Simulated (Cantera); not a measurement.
An isothermal, constant-pressure homogeneous reactor starts with CH₄ : H₂O = 1 : 0.13 (molar parts), at 1350 K and 7500 Torr.

Computed with Cantera and GRI-Mech 3.0 (53 species, 325 reactions). GRI-Mech 3.0 stops at C3 and has no aromatics, soot or wall deposition, so with more carbon than oxygen in the feed, carbon stays in small species such as C2H2 where larger ones or solid carbon would form.

x: mole fraction; the columns are a selection and need not sum to one.

| t (s) | x CH₄ | x H₂O | x HO₂ | x O | x C₂H₄ | x CH₂O | x CO |
|---|---|---|---|---|---|---|---|
| 0.000300 | 0.885 | 0.115 | <1e-12 | <1e-12 | 5.36e-7 | 4.58e-10 | 1.12e-11 |
| 0.000634 | 0.885 | 0.115 | <1e-12 | <1e-12 | 1.53e-6 | 1.19e-9 | 7.08e-11 |
| 0.00134 | 0.885 | 0.115 | <1e-12 | <1e-12 | 4.45e-6 | 2.96e-9 | 3.93e-10 |
| 0.00283 | 0.885 | 0.115 | <1e-12 | <1e-12 | 1.43e-5 | 7.54e-9 | ___ |
| 0.00597 | 0.884 | 0.115 | <1e-12 | <1e-12 | 5.24e-5 | 2.01e-8 | ___ |
| 0.0126 | 0.883 | 0.115 | <1e-12 | <1e-12 | 0.000208 | 5.13e-8 | ___ |
| 0.0266 | 0.880 | 0.115 | <1e-12 | <1e-12 | 0.000801 | 1.06e-7 | ___ |
| 0.0563 | 0.874 | 0.115 | <1e-12 | <1e-12 | 0.00253 | 1.47e-7 | ___ |
| 0.119 | 0.860 | 0.114 | <1e-12 | <1e-12 | 0.00588 | 1.48e-7 | ___ |
| 0.251 | 0.831 | 0.113 | <1e-12 | <1e-12 | 0.0108 | 1.34e-7 | ___ |
| 0.531 | 0.776 | 0.110 | <1e-12 | <1e-12 | 0.0199 | 1.20e-7 | ___ |
| 1.12 | 0.692 | 0.106 | <1e-12 | <1e-12 | 0.0406 | 1.21e-7 | ___ |
| 2.37 | 0.627 | 0.103 | <1e-12 | <1e-12 | 0.0587 | 1.29e-7 | ___ |
| 5.00 | 0.621 | 0.101 | <1e-12 | <1e-12 | 0.0599 | 1.28e-7 | ___ |

Fill in the missing entries.


- 0.00283, x CO: 2.18e-9
- 0.00597, x CO: 1.29e-8
- 0.0126, x CO: 7.90e-8
- 0.0266, x CO: 4.40e-7
- 0.0563, x CO: 1.82e-6
- 0.119, x CO: 5.51e-6
- 0.251, x CO: 1.59e-5
- 0.531, x CO: 5.29e-5
- 1.12, x CO: 0.000185
- 2.37, x CO: 0.000624
- 5.00, x CO: 0.00162
